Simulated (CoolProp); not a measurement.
Vapour-liquid equilibrium of R22 (1) + n-pentane (2) at 317.2 K; x and y are mole fractions of (1).

Model: multi-fluid Helmholtz-energy mixture model, Kamei 1995 and Thol 2019; pair parameters Bell 2016, in CoolProp.

**Question.** Give the bubble pressure and the first vapour's composition at x = 0.35, 0.65, 0.8. Is there an azeotrope?

**Answer.** x = 0.35: 0.8422 MPa, y = 0.862; x = 0.65: 1.221 MPa, y = 0.926; x = 0.8: 1.400 MPa, y = 0.952. No azeotrope shows between x = 0.05 and 0.95.

The pair parameters rest on a limited set of measurements; away from them the model extrapolates.
